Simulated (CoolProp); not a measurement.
A Linde-Hampson liquefier for oxygen: isothermal reversible compression at 300 K from 1 atm to 5 MPa, throttling to 1 atm, return gas leaving the recuperator 5 K below the feed. Each further row changes one setting.

Values from CoolProp's reference Helmholtz-energy equation of state, Schmidt 1985.

| case | liquid yield per pass | compression work (kJ/kg of gas) |
|---|---|---|
| as stated | … | 302 |
| high pressure 10 MPa | 0.047 | … |
| warm-end temperature 330 K | … | 333 |
| warm-end gap 10 K | 0.007 | 302 |

### Question
Some entries are withheld; supply them.

### Answer

- as stated, liquid yield per pass: 0.018
- high pressure 10 MPa, compression work (kJ/kg of gas): 354
- warm-end temperature 330 K, liquid yield per pass: 0.012

Above 300 K oxygen's equation is extrapolated.
